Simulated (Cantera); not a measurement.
Input: 1 mol CCl4, 0.049 mol H2.

These are equilibrium values from Cantera (NASA tables, ideal gas, pure condensed phases), not measurements of a reactor. Candidate condensed phases: C, C6H6, C7H8, C8H18; 91 gas species. The numbers say what is thermodynamically allowed, not how fast it happens.

What condenses at these points (T in K, P in Pa): (2700, 75); (2475, 1300); (2625, 1); (2550, 1300)?


| T (K) | P in Pa | condensed phases | C condensed (%) |
|---|---|---|---|
| 2700 | 75 | C | 83.1 |
| 2475 | 1300 | C | 100.0 |
| 2625 | 1 | gas only | 0.0 |
| 2550 | 1300 | C | 99.9 |
